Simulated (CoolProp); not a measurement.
Properties of trans-2-butene along the isobar 101 kPa.

The numbers come from the reference Helmholtz-energy equation of state, Lemmon 2005 in CoolProp. It is a short technical equation, of lower accuracy than the large ones.

```
T (K)  phase  density (kg/m³)  cv (kJ/(kg K))  speed of sound (m/s)
-----  -----  ---------------  --------------  --------------------
361.8    gas            1.913           1.657                 238.7
372.7    gas            1.855           1.696                 242.3
383.5    gas            1.800           1.736                 245.8
394.4    gas            1.748           1.775                 249.2
405.3    gas            1.700           1.814                 252.7
416.2    gas            1.654           1.853                 256.0
427.1    gas            1.610           1.892                 259.3
437.9    gas            1.569           1.930                 262.5
448.8    gas            1.530           1.968                 265.7
459.7    gas            1.493           2.005                 268.9
470.6    gas            1.458           2.042                 272.0
481.5    gas            1.424           2.079                 275.1
492.4    gas            1.392           2.115                 278.1
503.2    gas            1.361           2.150                 281.1
514.1    gas            1.332           2.185                 284.1
525      gas            1.304           2.220                 287.0
```
